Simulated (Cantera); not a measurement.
An isothermal plug-flow reactor at 700 K and 760 Torr (inlet), inlet velocity 0.055 m/s, active area per volume 380 1/m; feed 2.59 % CO, 10.8 % O₂, 85.2 % N₂, 1.40 % H₂O, equivalence ratio 0.12.

Detailed kinetics in Cantera: Deutschmann's 1995 Pt surface mechanism with GRI-Mech 3.0 gas chemistry. Catalytic surfaces can have several steady states; this one follows from the mechanism file's or the stated starting coverage. Mass transfer to the wall is taken as infinitely fast.

x: gas mole fraction; θ: surface coverage.

```
z (m)        x CO    x O₂   x H₂O   x CO₂  θ free Pt   θ O*    θ OH*     θ CO*
-------  --------  ------  ------  ------  ---------  -----  -------  --------
0.00097   0.00472  0.0983  0.0142  0.0214     0.0168  0.978  0.00300   0.00182
0.0017    0.00353  0.0978  0.0142  0.0227     0.0120  0.985  0.00254  0.000690
0.0031    0.00249  0.0973  0.0142  0.0237     0.0101  0.987  0.00233  0.000341
0.0055    0.00158  0.0969  0.0142  0.0246    0.00898  0.989  0.00221  0.000172
0.0097   0.000818  0.0965  0.0142  0.0254    0.00830  0.989  0.00212   7.63e-5
0.017    0.000297  0.0963  0.0142  0.0259    0.00792  0.990  0.00207   2.52e-5
0.031           …  0.0962  0.0142  0.0262    0.00776  0.990  0.00205         …
0.055     2.25e-6  0.0962  0.0142  0.0262    0.00773  0.990  0.00205   1.82e-7
0.097           …  0.0962  0.0142  0.0262    0.00773  0.990  0.00205  8.68e-10
```

Q: Fill in the missing entries.

A: 
- 0.031, x CO: 4.81e-5
- 0.031, θ CO*: 3.91e-6
- 0.097, x CO: 1.08e-8
